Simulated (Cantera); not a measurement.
An adiabatic, constant-pressure homogeneous reactor starts with 0.840 % C3H8, 7.63 % O2, 91.5 % N2, equivalence ratio 0.55, at 1775 K and 1.00 bar.

Model: GRI-Mech 3.0 (53 species, 325 reactions), integrated in Cantera. GRI-Mech 3.0 was tuned for natural gas; its chemistry of propane as a main component is partial and can be far from experiment.

Question: Predict: time of steepest temperature rise; temperature at 1.00 s; equilibrium temperature; x(O2) at 1.00 s; x(NO) at 1.00 s; x(H) at 1.00 s.

Answer: 
```json
{
 "time_of_steepest_temperature_rise": "20.7 µs",
 "temperature at 1.00 s": "2205 K",
 "equilibrium_temperature": "2205 K",
 "x(O2) at 1.00 s": "0.0313 (gas-phase equilibrium 0.0312)",
 "x(NO) at 1.00 s": "0.00524 (gas-phase equilibrium 0.00529)",
 "x(H) at 1.00 s": "8.54e-5 (gas-phase equilibrium 8.53e-5)"
}
```
